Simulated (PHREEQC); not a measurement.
A PHREEQC input (ion-association model, wateq4f.dat):

```
SOLUTION 1
  temp 20
  units mg/L
  pH 5.91
  pe 8.5
  Na 0.0275
  K 0.00175
  Ca 0.0133
  Mg 0.00276
  Cl 0.0216
  S(6) 0.0612 as SO4
  Alkalinity 0.0161 as HCO3 charge
  O(0) 0.000117
  Sr 0.00077
  B 8.1e-05
END
USE solution 1
EQUILIBRIUM_PHASES 1
  Gypsum 0 0
  CO2(g) -2.5 10
END
```

It stops with these messages:

```
ERROR: Alkalinity cannot be used with charge balance or solution phase boundary constraints.
ERROR: Program terminating due to input errors.
```

The fault: charge balance asked on alkalinity. The line should read `as HCO3` where the input has `as HCO3 charge`. With the mend the run ends at pH 5.15 and ionic strength 1.03e-5 mol/kgw.
